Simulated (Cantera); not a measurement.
**Adiabatic ignition**

An adiabatic, constant-pressure homogeneous reactor starts with CH₄ : O₂ : N₂ = 1 : 2.38 : 18.8 (molar parts), at 1725 K and 100000 Pa.

Cantera simulation using GRI-Mech 3.0 (53 species, 325 reactions); the numbers are that mechanism's predictions, not measurements.

| t (s) | T (K) | x CH₄ | x O₂ | x HCN | x C₂H₂ | x C₂H | x CH₂CO |
|---|---|---|---|---|---|---|---|
| 1.00e-6 | 1725 | 0.0451 | 0.107 | <1e-12 | <1e-12 | <1e-12 | <1e-12 |
| 4.06e-6 | 1725 | 0.0451 | 0.107 | <1e-12 | <1e-12 | <1e-12 | <1e-12 |
| 1.65e-5 | 1725 | 0.0450 | 0.107 | <1e-12 | 2.40e-11 | <1e-12 | 1.93e-12 |
| 6.69e-5 | 1725 | 0.0448 | 0.107 | <1e-12 | 1.33e-8 | <1e-12 | 3.20e-9 |
| 0.000272 | 1828 | 0.0238 | 0.0896 | 5.85e-8 | 0.000274 | 1.28e-7 | 0.000273 |
| 0.00110 | 2465 | <1e-12 | 0.0219 | 1.43e-11 | <1e-12 | <1e-12 | <1e-12 |
| 0.00448 | 2508 | <1e-12 | 0.0199 | 2.69e-11 | <1e-12 | <1e-12 | <1e-12 |
| 0.0182 | 2501 | <1e-12 | 0.0183 | 4.38e-11 | <1e-12 | <1e-12 | <1e-12 |
| 0.0739 | 2499 | <1e-12 | 0.0178 | 4.96e-11 | <1e-12 | <1e-12 | <1e-12 |
| 0.300 | 2499 | <1e-12 | 0.0178 | 4.97e-11 | <1e-12 | <1e-12 | <1e-12 |
x: mole fraction; the columns are a selection and need not sum to one.

```json
{
 "time_of_steepest_temperature_rise": "0.292 ms",
 "temperature at 0.300 s": "2499 K",
 "equilibrium_temperature": "2499 K",
 "x(CH₄) at 0.300 s": "<1e-12 (gas-phase equilibrium <1e-12)",
 "x(O₂) at 0.300 s": "0.0178 (gas-phase equilibrium 0.0178)",
 "x(HCN) at 0.300 s": "4.97e-11 (gas-phase equilibrium 4.97e-11)"
}
```
